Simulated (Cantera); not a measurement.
Charge: 1 mol Ta, 6.1 mol CO₂, 3 mol H₂, held at 1500 °C and 1.33 mbar.

These are equilibrium values from Cantera (NASA tables, ideal gas, pure condensed phases), not measurements of a reactor. Candidate condensed phases: C, C₆H₆, C₇H₈, C₈H₁₈, H₂O, Ta, TaC, Ta₂O₅; 113 gas species. The numbers say what is thermodynamically allowed, not how fast it happens.

Question: What is the equilibrium state?

Answer: 
```
Property                                   Result
--------------------------------------  ---------
x(CO)                                       0.473
x(H₂O)                                      0.199
x(CO₂)                                      0.196
x(H₂)                                       0.129
x(H)                                      0.00280
x(OH)                                    0.000267
x(O)                                      4.54e-6
x(O₂)                                     3.10e-6
n(Ta₂O₅(s))                             0.500 mol
gas amount                              9.114 mol
log10 activity of C(graphite) (absent)      -6.87
log10 activity of Ta(s) (absent)            -8.54
log10 activity of TaC(s) (absent)          -11.28
```
